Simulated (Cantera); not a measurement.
A perfectly stirred reactor is fed with H₂ : O₂ : N₂ : H₂O = 1 : 0.862 : 3.24 : 0.017 (molar parts), equivalence ratio 0.58, at 7500 Torr; it is adiabatic with a 550 K inlet, and is followed from long to short residence time, starting on the burning branch (τ in s: 0.033, 0.016, 0.0081, 0.004, 0.002, 0.00098, 0.00048, 0.00024, 0.00012, 5.9e-05, 2.9e-05, 1.4e-05, 7.1e-06).

Computed with Cantera and GRI-Mech 3.0 (53 species, 325 reactions). The hydrogen kinetics of GRI-Mech 3.0 are dated; newer H2 mechanisms differ, most at raised pressure.

Problem. Predict: blow-out, bracketed by the residence times tried; x(H₂) at τ = 33.0 ms; x(O₂) at τ = 33.0 ms; x(H₂O₂) at τ = 33.0 ms; x(HO₂) at τ = 33.0 ms; x(OH) at τ = 33.0 ms; x(H₂) at τ = 0.480 ms; x(O₂) at τ = 0.480 ms; x(H₂O₂) at τ = 0.480 ms; x(HO₂) at τ = 0.480 ms; x(OH) at τ = 0.480 ms.

Solution. 
```json
{
 "blow_out_bracketed_by_the_residence_times_tried": "burning at 7.10 µs, the shortest tried",
 "x(H₂) at τ = 33.0 ms": "9.80e-5",
 "x(O₂) at τ = 33.0 ms": "0.0779",
 "x(H₂O₂) at τ = 33.0 ms": "3.86e-7",
 "x(HO₂) at τ = 33.0 ms": "3.90e-6",
 "x(OH) at τ = 33.0 ms": "0.00144",
 "x(H₂) at τ = 0.480 ms": "0.000848",
 "x(O₂) at τ = 0.480 ms": "0.0778",
 "x(H₂O₂) at τ = 0.480 ms": "9.58e-7",
 "x(HO₂) at τ = 0.480 ms": "1.56e-5",
 "x(OH) at τ = 0.480 ms": "0.00297"
}
```
